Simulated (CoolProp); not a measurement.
Properties of R236EA along the isotherm 138.85 °C.

Computed with CoolProp (reference Helmholtz-energy equation of state, Rui 2013).

```json
[
 {"p (kPa)": "16.2", "phase": "gas", "cp (kJ/(kg K))": "1.012", "cv (kJ/(kg K))": "0.9566", "fugacity coefficient": "0.9984"},
 {"p (kPa)": "33.3", "phase": "gas", "cp (kJ/(kg K))": "1.013", "cv (kJ/(kg K))": "0.9570", "fugacity coefficient": "0.9966"},
 {"p (kPa)": "68.3", "phase": "gas", "cp (kJ/(kg K))": "1.014", "cv (kJ/(kg K))": "0.9577", "fugacity coefficient": "0.9931"},
 {"p (kPa)": "140", "phase": "gas", "cp (kJ/(kg K))": "1.018", "cv (kJ/(kg K))": "0.9591", "fugacity coefficient": "0.9859"},
 {"p (kPa)": "288", "phase": "gas", "cp (kJ/(kg K))": "1.026", "cv (kJ/(kg K))": "0.9623", "fugacity coefficient": "0.9710"},
 {"p (kPa)": "591", "phase": "gas", "cp (kJ/(kg K))": "1.045", "cv (kJ/(kg K))": "0.9691", "fugacity coefficient": "0.9408"},
 {"p (kPa)": "1210", "phase": "gas", "cp (kJ/(kg K))": "1.098", "cv (kJ/(kg K))": "0.9853", "fugacity coefficient": "0.8799"},
 {"p (kPa)": "2490", "phase": "gas", "cp (kJ/(kg K))": "1.384", "cv (kJ/(kg K))": "1.038", "fugacity coefficient": "0.7553"},
 {"p (kPa)": "5120", "phase": "liquid", "cp (kJ/(kg K))": "1.797", "cv (kJ/(kg K))": "1.049", "fugacity coefficient": "0.4776"}
]
```
